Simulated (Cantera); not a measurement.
Feed: 1 mol BN, 8 mol F₂, 35 mol N₂, 2.1 mol H₂, at 1.00 bar.

Method: chemical equilibrium by Gibbs-energy minimisation in Cantera with the NASA 1993 tables (ideal gas, pure condensed phases). Candidate condensed phases: B, BN; 31 gas species. Equilibrium is a limit: real reactors are often held back by kinetics, nucleation or transport. All values below are at 825 °C.

Base state: N₂ 0.764, HF 0.0905, F₂ 0.0628, F 0.0597, BF₃ 0.0215, NF₃ 0.00141 (mole fractions); condensed: gas only.

Problem. What changes in the equilibrium state with this change: N₂ from 35 to 5.7 mol?

Solution. 
```json
[
 {"species": "N₂", "before": "0.764", "after": "0.371"},
 {"species": "HF", "before": "0.0905", "after": "0.253"},
 {"species": "F₂", "before": "0.0628", "after": "0.203"},
 {"species": "BF₃", "before": "0.0215", "after": "0.0603"},
 {"species": "F", "before": "0.0597", "after": "0.107"},
 {"species": "NF₃", "before": "0.00141", "after": "0.00570"}
]
```
